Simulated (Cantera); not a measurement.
Cantera run:

```python
import numpy as np
import cantera as ct

gas_names = """
    AL ALBr ALBr3 ALH ALN AL2 AL2Br6 Br Br2 H HBr H2 N NH NH2 NH3 N2 N2H2 N2H4
""".split()
cond_names = """
    AL(cr) AL(L) ALBr3(s) ALBr3(L) ALN(s) Br2(cr) Br2(L)
""".split()


# ... load() reads the species with a 1 bar reference pressure and builds the phases ...
atoms = {
    'AlBr3': {'AL': 1, 'Br': 3},
    'N2': {'N': 2},
    'H2': {'H': 2},
}
top_T = {'ALN(s)': 2750}  # K; cautious upper limits of use, not melting points


# ... equilibrate(T, P, feed) seeds the gas with the atoms and calls Mixture.equilibrate('TP', solver="vcs", rtol=1e-11, max_steps=5000) ...
results = []
feed = {'AlBr3': 1, 'N2': 0.51, 'H2': 1.9}  # mol
P = 74  # Pa
for T in [1373, 1423, 1473, 1523, 1573, 1623, 1673, 1723, 1773, 1823, 1873, 1923, 1973, 2023]:
    mix = equilibrate(T, P, feed)
    results.append((T, P, feed, dict(zip(mix.species_names, mix.species_moles))))

top = {s: max(r[3][s] / sum(r[3][g] for g in gas_names) for r in results) for s in gas_names}
cols = sorted((s for s in top if top[s] > 1e-05), key=lambda s: -top[s])[:8]
seen = [c for c in cond_names if any(r[3].get(c, 0) > 1e-12 for r in results)]
print("log10 of partial pressures in bar; condensed amounts in mol")
print(f"{'T/K':>10s}" + "".join(f"{s[:9]:>10s}" for s in cols + seen))
for T, P, feed, n in results:
    ng = sum(n[g] for g in gas_names)
    print(f"{T:10.4g}" + "".join(f"{np.log10(max(n[s] / ng * P / 1e5, 1e-99)):10.3f}" for s in cols)
          + "".join(f"{n.get(c, 0):10.4g}" for c in seen))
```

Output:

```
log10 of partial pressures in bar; condensed amounts in mol
       T/K        H2        Br       HBr     ALBr3      ALBr        N2         H        AL    ALN(s)
      1373    -3.452    -5.502    -3.980    -3.759    -4.978    -4.025    -7.204   -10.251    0.1355
      1423    -3.463    -5.312    -4.001    -3.789    -4.520    -4.007    -6.909    -9.406     0.071
      1473    -3.489    -5.078    -3.972    -3.850    -4.240    -3.994    -6.642    -8.823         0
      1523    -3.522    -4.792    -3.881    -3.924    -4.132    -4.007    -6.397    -8.499         0
      1573    -3.560    -4.536    -3.813    -4.026    -4.039    -4.023    -6.171    -8.191         0
      1623    -3.599    -4.314    -3.768    -4.167    -3.961    -4.043    -5.960    -7.893         0
      1673    -3.635    -4.130    -3.751    -4.363    -3.901    -4.064    -5.761    -7.601         0
      1723    -3.660    -3.989    -3.763    -4.629    -3.861    -4.085    -5.569    -7.311         0
      1773    -3.671    -3.887    -3.799    -4.961    -3.841    -4.102    -5.382    -7.023         0
      1823    -3.671    -3.817    -3.854    -5.337    -3.836    -4.114    -5.199    -6.738         0
      1873    -3.666    -3.766    -3.919    -5.733    -3.837    -4.123    -5.023    -6.459         0
      1923    -3.662    -3.727    -3.991    -6.132    -3.843    -4.131    -4.857    -6.189         0
      1973    -3.661    -3.698    -4.068    -6.527    -3.850    -4.138    -4.700    -5.927         0
      2023    -3.663    -3.674    -4.148    -6.914    -3.860    -4.145    -4.553    -5.676         0
```

Method: chemical equilibrium by Gibbs-energy minimisation in Cantera with the NASA 1993 tables (ideal gas, pure condensed phases).
